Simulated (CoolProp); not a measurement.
Vapour-liquid equilibrium of R113 (1) + ethanol (2) at 368.8 K; x and y are mole fractions of (1).

Values from CoolProp's multi-fluid Helmholtz-energy mixture model, Marx 1992 and Schroeder 2014; pair parameters Bell 2016.

Give the bubble pressure and the first vapour's composition at x = 0.05, 0.2, 0.5. Is there an azeotrope?

x = 0.05: 297.3 kPa, y = 0.366; x = 0.2: 435.7 kPa, y = 0.595; x = 0.5: 470.0 kPa, y = 0.645. y crosses x between x = 0.65 and 0.8: the model has an azeotrope there.

Pair parameters are fitted to limited data, so mixtures are less certain than the pure fluids. With so large a gap from Raoult's law the liquid may split in two, which this calculation doesn't test in full.
